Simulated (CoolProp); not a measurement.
The numbers come from the reference Helmholtz-energy equation of state, Span 2000 in CoolProp.

Problem. Give the vapour pressure (kPa), liquid density (kg/m³), liquid cp (kJ/(kg K)), liquid conductivity (mW/(m K)) of saturated nitrogen at -204.15, -199.45, -166.45 °C.

Solution. 
```json
[
 {"T (°C)": "-204.15", "p (kPa)": "33.2", "liquid density (kg/m³)": "843", "liquid cp (kJ/(kg K))": "2.01", "liquid conductivity (mW/(m K))": "161"},
 {"T (°C)": "-199.45", "p (kPa)": "64.3", "liquid density (kg/m³)": "822", "liquid cp (kJ/(kg K))": "2.03", "liquid conductivity (mW/(m K))": "152"},
 {"T (°C)": "-166.45", "p (kPa)": "1200", "liquid density (kg/m³)": "646", "liquid cp (kJ/(kg K))": "2.55", "liquid conductivity (mW/(m K))": "86.9"}
]
```

Thermal conductivity comes from a separate model (Lemmon 2004).
